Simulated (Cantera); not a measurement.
A closed system holds: 1 mol CHF₃, 0.013 mol F₂, 7.9 mol H₂, held at 1.40 Pa.

Method: chemical equilibrium by Gibbs-energy minimisation in Cantera with the NASA 1993 tables (ideal gas, pure condensed phases). Candidate condensed phases: C, C₆H₆, C₇H₈, C₈H₁₈; 95 gas species. Kinetics and transport are ignored.

Task: At 3298 K, list the 7 most abundant gas species with their mole fractions, and the condensed phases.

Result: H 0.806, F 0.144, C 0.0480, HF 0.00122, H₂ 6.89e-5, C₂ 4.33e-5, CF 2.94e-5. Condensed: gas only.
